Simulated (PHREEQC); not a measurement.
Copper plating or etch bath: speciation

Solution (65 °C): 0.0039 mol/kgw CuCl2, 0.28 mol/kgw H2SO4, 0.0017 mol/kgw NaCl and 0.095 mol/kgw NaOH. Closed to the air; pH follows from the charge balance.

All values are PHREEQC results (ion-association model, phreeqc.dat), not measurements.

Precipitation was switched off in this run.

Question: Predict the pH, activity of water.

Answer: pH 0.80; activity of water 0.990.

Question: In which forms is S present?

Answer: HSO4- 92 %, SO4-2 7.1 %, NaSO4- 0.9 % of the S.

Complexes and solids missing from the database can't appear. Constants without temperature data keep their 25 °C values here.
